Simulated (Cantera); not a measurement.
Input: 1 mol c-C4F8, 0.02 mol HCl, held at 10.0 mbar.

Method: chemical equilibrium by Gibbs-energy minimisation in Cantera with the NASA 1993 tables (ideal gas, pure condensed phases). Candidate condensed phases: C, C6H6, C7H8, C8H18; 135 gas species. Ions and electrons are included (thermal ionisation). The feed counts by its element totals alone. Kinetics and transport are ignored. All values below are at 3227 °C.

Base state: F 0.754, C 0.0851, C3 0.0686, CF 0.0600, C2 0.0268, Cl 0.00204, HF 0.00126, CF2 0.00118 (mole fractions); condensed: gas only.

**Question.** What changes in the equilibrium state with this change: HCl from 0.02 to 0.17 mol?

**Answer.** 
| species | before | after |
|---|---|---|
| F | 0.754 | 0.729 |
| C | 0.0851 | 0.0844 |
| C3 | 0.0686 | 0.0670 |
| Cl | 0.00204 | 0.0170 |
| HF | 0.00126 | 0.0103 |
| CF | 0.0600 | 0.0576 |
| C2 | 0.0268 | 0.0264 |
| H | 0.000783 | 0.00664 |
| C2H | 4.34e-6 | 3.62e-5 |
| CF2 | 0.00118 | 0.00109 |
